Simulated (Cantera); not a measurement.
Charge: 1 mol C₃H₈, 3.2 mol CO₂, held at 1477 °C and 43.0 mbar.

Cantera equilibrium calculation (NASA polynomials, part measured and part estimated; ideal gas, pure solids and liquids). Candidate condensed phases: C, C₆H₆, C₇H₈, C₈H₁₈, H₂O; 110 gas species. Rates play no part.

Base state: CO 0.602, H₂ 0.378, H₂O 0.0136, CO₂ 0.00598, H 0.000690 (mole fractions); condensed: gas only.

Question: What changes in the equilibrium state with this change: CO₂ from 3.2 to 0.56 mol?

Answer: 
```
species             before     after
----------------  --------  --------
H₂                   0.378     0.780
CO                   0.602     0.219
H                 0.000690  0.000991
H₂O                 0.0136   2.70e-6
C₂H₂ (acetylene)     <1e-9   8.97e-5
CO₂                0.00598   2.09e-7
CH₄                1.48e-9   2.39e-5
C(graphite), mol         0      2.44
```

Question: What changes in the equilibrium state with this change: CO₂ from 3.2 to 0.059 mol?

Answer: 
```json
[
 {"species": "H₂", "before": "0.378", "after": "0.970"},
 {"species": "CO", "before": "0.602", "after": "0.0286"},
 {"species": "H", "before": "0.000690", "after": "0.00110"},
 {"species": "H₂O", "before": "0.0136", "after": "4.40e-7"},
 {"species": "CO₂", "before": "0.00598", "after": "3.59e-9"},
 {"species": "C₂H₂ (acetylene)", "before": "<1e-9", "after": "0.000111"},
 {"species": "C(graphite), mol", "before": "0", "after": "2.94"}
]
```

Question: What changes in the equilibrium state with this change: temperature from 1477 °C to 1775 °C?

Answer: 
| species | before | after |
|---|---|---|
| CO | 0.602 | 0.601 |
| H₂ | 0.378 | 0.373 |
| H₂O | 0.0136 | 0.0146 |
| H | 0.000690 | 0.00659 |
| CO₂ | 0.00598 | 0.00494 |
| OH | 1.46e-6 | 2.81e-5 |
